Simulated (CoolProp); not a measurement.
Values from CoolProp's reference Helmholtz-energy equation of state, Thol 2019.

Question: For n-hexane, give the phase and the cv (kJ/(kg K)), Joule-Thomson coefficient (K/MPa), isothermal compressibility (1/MPa), conductivity (mW/(m K)) at 278.3 K and 27.8 bar; 365.8 K and 27.8 bar.

Answer: 
- 278.3 K and 27.8 bar: liquid; cv 1.69, Joule-Thomson coefficient -0.435, isothermal compressibility 0.00136, conductivity 128
- 365.8 K and 27.8 bar: liquid; cv 2.02, Joule-Thomson coefficient -0.245, isothermal compressibility 0.00325, conductivity 103

Thermal conductivity comes from a separate model (Assael 2013).
